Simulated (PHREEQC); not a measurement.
0.45 g of hydrous ferric oxide (600 m²/g; 0.2 weak and 0.005 strong sites per Fe, Dzombak-Morel constants, diffuse double layer) in 1 kg of water with 0.01 mol/kgw of an inert sodium salt, at 25 °C; the pH is set by adding NaOH or the inert anion's acid. Oxygen is held at 0.21 atm. The system is closed to CO2. No solid was allowed to form.

Model: ion-association model, wateq4f.dat, run in PHREEQC.

```json
[
 {"pH": "4", "surface charge σ (C/m²)": "0.217", "surface potential ψ (mV)": "185"},
 {"pH": "4.5", "surface charge σ (C/m²)": "0.161", "surface potential ψ (mV)": "170"},
 {"pH": "5.5", "surface charge σ (C/m²)": "0.077", "surface potential ψ (mV)": "132"},
 {"pH": "6", "surface charge σ (C/m²)": "0.050", "surface potential ψ (mV)": "110"},
 {"pH": "6.5", "surface charge σ (C/m²)": "0.030", "surface potential ψ (mV)": "86"},
 {"pH": "7.5", "surface charge σ (C/m²)": "0.008", "surface potential ψ (mV)": "34"},
 {"pH": "8", "surface charge σ (C/m²)": "0.001", "surface potential ψ (mV)": "6"},
 {"pH": "8.5", "surface charge σ (C/m²)": "-0.005", "surface potential ψ (mV)": "-22"},
 {"pH": "9.5", "surface charge σ (C/m²)": "-0.024", "surface potential ψ (mV)": "-75"},
 {"pH": "10", "surface charge σ (C/m²)": "-0.040", "surface potential ψ (mV)": "-100"}
]
```
